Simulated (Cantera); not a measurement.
Feed: 1 mol H2S, 0.075 mol SO2, 0.74 mol O2, 0.034 mol H2O, equilibrated at 2448 K and 1.33 mbar.

Cantera equilibrium calculation (NASA polynomials, part measured and part estimated; ideal gas, pure solids and liquids). Candidate condensed phases: H2O, H2SO4, S; 19 gas species. Equilibrium is a limit: real reactors are often held back by kinetics, nucleation or transport.

Base state: H 0.227, SO 0.200, H2 0.174, SO2 0.145, H2O 0.112, S 0.0711, OH 0.0286, O 0.0249 (mole fractions); condensed: gas only.

**Question.** What changes in the equilibrium state with this change: pressure from 1.33 mbar to 0.100 bar?

**Answer.** 
```json
[
 {"species": "H2O", "before": "0.112", "after": "0.268"},
 {"species": "H2", "before": "0.174", "after": "0.221"},
 {"species": "SO2", "before": "0.145", "after": "0.205"},
 {"species": "H", "before": "0.227", "after": "0.0296"},
 {"species": "S2", "before": "0.00548", "after": "0.0657"},
 {"species": "O", "before": "0.0249", "after": "0.000623"},
 {"species": "OH", "before": "0.0286", "after": "0.00700"},
 {"species": "SH", "before": "0.00496", "after": "0.0194"},
 {"species": "S", "before": "0.0711", "after": "0.0284"},
 {"species": "SO", "before": "0.200", "after": "0.150"},
 {"species": "H2S", "before": "0.000102", "after": "0.00390"},
 {"species": "S2O", "before": "6.40e-5", "after": "0.00144"}
]
```
